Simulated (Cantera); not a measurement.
Charge: 1 mol Ti(OiPr)₄, 0.14 mol O₂, at 1125 °C.

Cantera equilibrium calculation (NASA polynomials, part measured and part estimated; ideal gas, pure solids and liquids). Candidate condensed phases: C, C₆H₆, C₇H₈, C₈H₁₈, H₂O, Ti, TiC, TiO, TiO₂, Ti₂O₃, Ti₃O₅, Ti₄O₇; 113 gas species. The feed counts by its element totals alone. TiC: taken at fixed stoichiometry. Equilibrium is a limit: real reactors are often held back by kinetics, nucleation or transport.

x: gas mole fraction; n: condensed amount in mol.

```
P (Pa)   x H₂   x CO     x CH₄  x H₂O       x H  n C(graphite)  n TiC(s)  n Ti₃O₅(s)
------  -----  -----  --------  -----  --------  -------------  --------  ----------
10      0.765  0.234   2.56e-7      …  0.000414           6.72      1.00           0
63      0.766  0.234   1.61e-6      …  0.000165           6.72      1.00           0
400     0.766  0.234   1.02e-5      …   6.55e-5           6.72      1.00           0
2500    0.766  0.234   6.40e-5      …   2.62e-5           6.72      1.00           0
16000   0.765  0.234  0.000409      …   1.03e-5           6.71      1.00           0
100000  0.839  0.157   0.00308      …   4.33e-6           9.34         0       0.333
```

Problem. Complete the blanks.

Solution. 
- 10, x H₂O: 6.79e-8
- 63, x H₂O: 4.28e-7
- 400, x H₂O: 2.72e-6
- 2500, x H₂O: 1.70e-5
- 16000, x H₂O: 0.000109
- 100000, x H₂O: 0.000500
